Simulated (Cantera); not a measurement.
Cantera run:

```python
import numpy as np
import cantera as ct

gas_names = [...]  # 110 gases of nasa_gas.yaml made of C, H, O
cond_names = """
    C(gr) C6H6(L) C7H8(L) C8H18(L),n-octa H2O(s) H2O(L)
""".split()


# ... load() reads the species with a 1 bar reference pressure and builds the phases ...
atoms = {
    'C2H6': {'C': 2, 'H': 6},
    'H2': {'H': 2},
    'H2O': {'H': 2, 'O': 1},
}
top_T = {'C(gr)': 4500}  # K; cautious upper limits of use, not melting points


# ... equilibrate(T, P, feed) seeds the gas with the atoms and calls Mixture.equilibrate('TP', solver="vcs", rtol=1e-11, max_steps=5000) ...
results = []
feed = {'C2H6': 1, 'H2': 6.8, 'H2O': 0.71}  # mol
P = 45  # Pa
for T in [1025, 1225, 1425, 1625, 1825, 2025, 2225, 2425]:
    mix = equilibrate(T, P, feed)
    results.append((T, P, feed, dict(zip(mix.species_names, mix.species_moles))))

top = {s: max(r[3][s] / sum(r[3][g] for g in gas_names) for r in results) for s in gas_names}
cols = sorted((s for s in top if top[s] > 0.001), key=lambda s: -top[s])[:9]
seen = [c for c in cond_names if any(r[3].get(c, 0) > 1e-12 for r in results)]
print("log10 of partial pressures in bar; condensed amounts in mol")
print(f"{'T/K':>10s}" + "".join(f"{s[:9]:>10s}" for s in cols + seen))
for T, P, feed, n in results:
    ng = sum(n[g] for g in gas_names)
    print(f"{T:10.4g}" + "".join(f"{np.log10(max(n[s] / ng * P / 1e5, 1e-99)):10.3f}" for s in cols)
          + "".join(f"{n.get(c, 0):10.4g}" for c in seen))
```

Result:

```
log10 of partial pressures in bar; condensed amounts in mol
       T/K        H2         H        CO C2H2,acet     C(gr)
      1025    -3.375   -10.048    -4.546   -12.031      1.29
      1225    -3.375    -8.194    -4.546   -10.165      1.29
      1425    -3.375    -6.854    -4.546    -8.828      1.29
      1625    -3.377    -5.840    -4.546    -7.826     1.289
      1825    -3.384    -5.048    -4.550    -7.052     1.286
      2025    -3.415    -4.423    -4.564    -6.458     1.272
      2225    -3.508    -3.943    -4.604    -6.041     1.237
      2425    -3.734    -3.614    -4.683    -5.842     1.165
```

Equilibrium computed with Cantera from the NASA thermochemical tables; the gas is ideal and each condensed phase is pure.
